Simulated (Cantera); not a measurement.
A Cantera script and its output.

```python
import numpy as np
import cantera as ct

surf = ct.Interface("diamond.yaml", "diamond_100")
gas, bulk = surf.adjacent["gas"], surf.adjacent["diamond"]
k = surf.kinetics_species_index(bulk.species_names[0])
cover = ["c6HH", "c6H*", "c6*H", "c6**", "c6HM", "c6B"]

rows, drift = [], 0.0
print(f"{'T':>10s}{'um/h':>11s}" + "".join(f"{s:>11s}" for s in cover))
for v in [900, 950, 1000, 1050, 1100, 1150, 1200, 1250, 1300, 1350, 1400]:
    T, P, xH, xCH3 = v, 13000, 0.00081, 0.00028
    gas.TPX = T, P, {"H": xH, "CH3": xCH3, "CH4": 0.0024, "H2": 1 - xH - xCH3 - 0.0024}
    surf.TP = bulk.TP = T, P
    surf.coverages = "c6H*:0.1, c6HH:0.9"
    surf.advance_coverages(100.0)
    before = surf.coverages
    surf.advance_coverages(100.0)
    drift = max(drift, np.max(np.abs(surf.coverages - before) / (surf.coverages + 1e-9)))
    rate = surf.net_production_rates[k] * bulk.mean_molecular_weight / bulk.density * 3.6e9
    rows.append([rate, *surf[cover].coverages])
    print(f"{v:10.4g}{rate:11.4e}" + "".join(f"{x:11.3e}" for x in rows[-1][1:]))
```

Result:

```
         T       um/h       c6HH       c6H*       c6*H       c6**       c6HM        c6B
       900 8.1146e+00  5.154e-01  7.719e-03  2.158e-01  2.890e-03  2.076e-01  2.202e-08
       950 1.0951e+01  5.050e-01  1.092e-02  2.589e-01  4.532e-03  1.692e-01  2.972e-08
      1000 1.3589e+01  4.939e-01  1.479e-02  3.024e-01  6.708e-03  1.329e-01  3.687e-08
      1050 1.4729e+01  4.864e-01  1.945e-02  3.479e-01  9.484e-03  9.460e-02  3.997e-08
      1100 1.2917e+01  4.823e-01  2.492e-02  3.945e-01  1.284e-02  5.560e-02  3.505e-08
      1150 9.1037e+00  4.750e-01  3.070e-02  4.349e-01  1.642e-02  2.580e-02  2.470e-08
      1200 5.9410e+00  4.619e-01  3.617e-02  4.627e-01  1.975e-02  1.013e-02  1.612e-08
      1250 4.3025e+00  4.474e-01  4.116e-02  4.794e-01  2.258e-02  3.723e-03  1.168e-08
      1300 3.6363e+00  4.355e-01  4.573e-02  4.884e-01  2.487e-02  1.360e-03  9.867e-09
      1350 3.2187e+00  4.277e-01  4.992e-02  4.921e-01  2.666e-02  5.025e-04  8.734e-09
      1400 2.5394e+00  4.243e-01  5.374e-02  4.917e-01  2.798e-02  1.884e-04  6.891e-09
```

Model: the Harris–Goodwin 1993 mechanism for the reconstructed diamond (100) surface, integrated in Cantera.
